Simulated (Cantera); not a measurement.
A freely propagating, adiabatic, planar premixed flame of C₂H₆ : O₂ : N₂ : H₂O = 1 : 2.5 : 9.4 : 0.38 (molar parts), equivalence ratio 1.4, unburnt at 325 K and 0.365 atm; mixture-averaged transport, grid criteria slope 0.08 and curve 0.16, no radiation.

Cantera simulation using GRI-Mech 3.0 (53 species, 325 reactions); the numbers are that mechanism's predictions, not measurements. Burning velocities carry a grid error of a few per cent, more on coarse grids.

Problem. What does this change do: 0.51 parts H2 added?

Solution. 
```csv
quantity,before,after
laminar burning velocity,35.5 cm/s,31.8 cm/s
thermal thickness,1.22 mm,1.41 mm
peak x(CO),0.0907,0.0918
peak x(CH₂O),0.00208,0.00190
```
